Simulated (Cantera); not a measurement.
## Abatement and gas-phase synthesis: NH3 + O2

Feed: 1 mol NH3, 0.062 mol O2, at 133 Pa.

Equilibrium computed with Cantera from the NASA thermochemical tables; the gas is ideal and each condensed phase is pure. Candidate condensed phases: H2O; 47 gas species. Ions and electrons are included (thermal ionisation). Kinetics and transport are ignored.

```csv
T (°C),x H,x H2,x N2,x N,x O,x H2O
2227,0.407,0.349,0.196,3.55e-6,0.00622,0.0335
2727,0.789,0.0333,0.143,0.000144,0.0323,0.000282
3227,0.824,0.00260,0.137,0.00225,0.0339,1.25e-6
3727,0.820,0.000353,0.128,0.0174,0.0338,1.91e-8
4227,0.796,7.07e-5,0.0948,0.0759,0.0329,6.76e-10
4727,0.755,1.84e-5,0.0377,0.176,0.0312,4.25e-11
```
x: gas mole fraction; nothing condenses.

From 2227 °C to 4727 °C nothing is condensed.
